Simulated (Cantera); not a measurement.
Input (Python, Cantera) and output of one run.

```python
import numpy as np
import cantera as ct

gas_names = """
    H HO2 H2 H2O H2O2 O OH O2 O3 Ti TiO TiO2
""".split()
cond_names = """
    H2O(s) H2O(L) Ti(a) Ti(b) Ti(L) TiO(a) TiO(b) TiO(L) TiO2(ru) TiO2(L) Ti2O3(a) Ti2O3(b) Ti2O3(L)
    Ti3O5(a) Ti3O5(b) Ti3O5(L) Ti4O7(s) Ti4O7(L)
""".split()


def load(file, names, dense=False):
    # The tables refer to 1 bar. Condensed volumes are neglected.
    table = {s.name: s for s in ct.Species.list_from_file(file)}
    out = []
    for n in names:
        d = dict(table[n].input_data)
        d["thermo"] = dict(d["thermo"], **{"reference-pressure": 1e5})
        if dense:
            d["equation-of-state"] = {"model": "constant-volume", "density": "1e6 g/cm^3"}
        out.append(ct.Species.from_dict(d))
    return out


gas = ct.Solution(thermo="ideal-gas", species=load("nasa_gas.yaml", gas_names))
cond = {s.name: ct.Solution(thermo="fixed-stoichiometry", species=[s], name=s.name)
        for s in load("nasa_condensed.yaml", cond_names, dense=True)}
atoms = {
    'TiO2': {'Ti': 1, 'O': 2},
    'H2': {'H': 2},
    'H2O': {'H': 2, 'O': 1},
}
top_T = {}  # K; cautious upper limits of use, not melting points


def equilibrate(T, P, feed):
    n = {}
    for name, mol in feed.items():
        for a, k in atoms[name].items():
            n[a] = n.get(a, 0.0) + k * mol
    gas.TPX = T, P, n
    mass = sum(n.values()) * gas.mean_molecular_weight
    gas.equilibrate("TP")
    valid = [c for c in cond.values() if c.min_temp <= T <= top_T.get(c.name, c.max_temp)]
    mix = ct.Mixture([(gas, mass / gas.mean_molecular_weight)] + [(c, 0.0) for c in valid])
    mix.T, mix.P = T, P
    mix.equilibrate("TP", solver="vcs", rtol=1e-11, max_steps=5000)
    return mix


results = []
feed = {'TiO2': 1, 'H2': 16, 'H2O': 1.5}  # mol
P = 10000  # Pa
for T in [1475, 1525, 1575, 1625, 1675, 1725, 1775, 1825, 1875, 1925, 1975, 2025, 2075, 2125]:
    mix = equilibrate(T, P, feed)
    results.append((T, P, feed, dict(zip(mix.species_names, mix.species_moles))))

top = {s: max(r[3][s] / sum(r[3][g] for g in gas_names) for r in results) for s in gas_names}
cols = sorted((s for s in top if top[s] > 1e-05), key=lambda s: -top[s])[:7]
seen = [c for c in cond_names if any(r[3].get(c, 0) > 1e-12 for r in results)]
print("log10 of partial pressures in bar; condensed amounts in mol")
print(f"{'T/K':>10s}" + "".join(f"{s[:9]:>10s}" for s in cols + seen))
for T, P, feed, n in results:
    ng = sum(n[g] for g in gas_names)
    print(f"{T:10.4g}" + "".join(f"{np.log10(max(n[s] / ng * P / 1e5, 1e-99)):10.3f}" for s in cols)
          + "".join(f"{n.get(c, 0):10.4g}" for c in seen))
```

It prints:

```
log10 of partial pressures in bar; condensed amounts in mol
       T/K        H2       H2O         H        OH  TiO2(ru)  Ti4O7(s)  Ti4O7(L)
      1475    -1.039    -2.067    -5.407    -8.016         1         0         0
      1525    -1.039    -2.067    -5.146    -7.682         1         0         0
      1575    -1.039    -2.067    -4.901    -7.369         1         0         0
      1625    -1.039    -2.067    -4.671    -7.075         1         0         0
      1675    -1.039    -2.067    -4.455    -6.798         1         0         0
      1725    -1.039    -2.067    -4.251    -6.538         1         0         0
      1775    -1.039    -2.067    -4.058    -6.292         1         0         0
      1825    -1.046    -2.000    -3.879    -5.989         0      0.25         0
      1875    -1.047    -2.001    -3.707    -5.769         0      0.25         0
      1925    -1.047    -2.001    -3.543    -5.560         0      0.25         0
      1975    -1.048    -2.001    -3.388    -5.362         0         0      0.25
      2025    -1.048    -2.002    -3.240    -5.174         0         0      0.25
      2075    -1.049    -2.002    -3.099    -4.995         0         0      0.25
      2125    -1.051    -2.003    -2.965    -4.824         0         0    0.2499
```

Cantera equilibrium calculation (NASA polynomials, part measured and part estimated; ideal gas, pure solids and liquids). Condensed phases not in the tables: Magnéli phases beyond Ti4O7.
